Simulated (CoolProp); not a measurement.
Computed with CoolProp (reference Helmholtz-energy equation of state, de Reuck 1993).

Problem. For methanol, give the phase and the speed of sound (m/s), Prandtl number, fugacity coefficient at 258.85 °C and 11 MPa.

Solution. 
- 258.85 °C and 11 MPa: supercritical; speed of sound 220, Prandtl number 5.04, fugacity coefficient 0.610

Viscosity comes from a separate model (Xiang 2006). Thermal conductivity comes from a separate model (Sykioti 2013).
